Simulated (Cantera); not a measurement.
# c-C4F8 + H2 (fluorocarbon and chlorocarbon gases)

Input: 1 mol c-C4F8, 1.3 mol H2, at 875 K and 77000 Pa.

Method: chemical equilibrium by Gibbs-energy minimisation in Cantera with the NASA 1993 tables (ideal gas, pure condensed phases). Candidate condensed phases: C, C6H6, C7H8, C8H18; 95 gas species. The feed counts by its element totals alone. Condensed phases not in the tables: fluorocarbon polymer. Gases not in the tables: C2F6 and larger saturated fluorocarbons. Kinetics and transport are ignored.

```
Item                Value
--------------  ---------
x(HF)               0.658
x(CF4)              0.342
x(H2F2)           2.17e-5
x(CHF3)           1.29e-6
n(C(graphite))   2.65 mol
gas amount      3.950 mol
```
